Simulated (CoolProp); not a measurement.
Values from CoolProp's reference Helmholtz-energy equation of state, Lemmon 2006. It is a short technical equation, of lower accuracy than the large ones.

Task: Give the vapour pressure (kPa), liquid density (kg/m³), vapour density (kg/m³), liquid cp (kJ/(kg K)) of saturated nitrous oxide at 259.5 K.

Result: 
```
T (K)  p (kPa)  liquid density (kg/m³)  vapour density (kg/m³)  liquid cp (kJ/(kg K))
-----  -------  ----------------------  ----------------------  ---------------------
259.5     2160                     971                    56.7                   2.05
```
